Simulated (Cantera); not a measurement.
A closed system holds: 1 mol CuO, 0.3 mol H2, 0.27 mol H2O, at 1600 °C.

These are equilibrium values from Cantera (NASA tables, ideal gas, pure condensed phases), not measurements of a reactor. Candidate condensed phases: Cu, CuO, Cu(OH)2, Cu2O, H2O; 12 gas species. Each liquid is taken as pure. Mutual solubility and eutectic melting of coexisting phases are not modelled. The numbers say what is thermodynamically allowed, not how fast it happens.

log p: log10 of the partial pressure in bar; n: condensed amount in mol.

```tsv
P (Pa)	log p H2O	log p Cu	log p O2	log p OH	log p O	log p H2	log p H	n Cu(l)	n Cu2O(l)
10	-4.56	-4.29	-4.76	-5.78	-6.01	-6.17	-6.27	0	0
36	-3.99	-3.73	-4.20	-5.35	-5.72	-5.88	-6.13	0	0
130	-3.43	-3.17	-3.63	-4.93	-5.44	-5.59	-5.99	0	0
460	-2.69	-2.91	-2.90	-4.38	-5.08	-5.22	-5.80	0.663	0
1700	-2.00	-2.91	-2.25	-3.87	-4.75	-4.86	-5.62	0.811	0.0593
6000	___	___	___	___	___	___	___	0	0.494
22000	-0.73	-3.11	-1.49	-3.05	-4.37	-3.97	-5.18	0	0.499
77000	___	___	___	___	___	___	___	0	0.500
280000	0.38	-3.38	-0.38	-2.21	-3.82	-3.42	-4.90	0	0.500
1000000	0.93	-3.52	0.17	-1.80	-3.54	-3.14	-4.76	0	0.500
```

Problem. Fill in the missing entries.

Solution. 
- 6000, log p H2O: -1.30
- 6000, log p Cu: -2.97
- 6000, log p O2: -2.05
- 6000, log p OH: -3.47
- 6000, log p O: -4.65
- 6000, log p H2: -4.27
- 6000, log p H: -5.32
- 77000, log p H2O: -0.19
- 77000, log p Cu: -3.24
- 77000, log p O2: -0.94
- 77000, log p OH: -2.64
- 77000, log p O: -4.10
- 77000, log p H2: -3.70
- 77000, log p H: -5.04
